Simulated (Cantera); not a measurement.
A closed system holds: 1 mol MgO, 7.3 mol C, 2 mol H2, at 850 K and 22.0 Pa.

Equilibrium computed with Cantera from the NASA thermochemical tables; the gas is ideal and each condensed phase is pure. Candidate condensed phases: C, C6H6, C7H8, C8H18, H2O, Mg, MgCO3, MgO, Mg(OH)2; 116 gas species. Rates play no part.

Base state: H2 1.000, CH4 0.000137 (mole fractions); condensed: C(graphite) + MgO(s).

Problem. What changes in the equilibrium state with this change: temperature from 850 K to 1848 K?

Solution. 
| species | before | after |
|---|---|---|
| H2 | 1.000 | 0.481 |
| CO | 1.56e-8 | 0.247 |
| Mg | 1.56e-8 | 0.247 |
| H | 1.38e-9 | 0.0248 |
| C2H2 (acetylene) | <1e-9 | 0.000124 |
| MgH | <1e-9 | 3.57e-5 |
| CH4 | 0.000137 | 3.36e-8 |
| C(graphite), mol | 7.30 | 6.30 |
| MgO(s), mol | 1.00 | 0 |
The tables' values for MgH are old estimates; treat these amounts as uncertain.
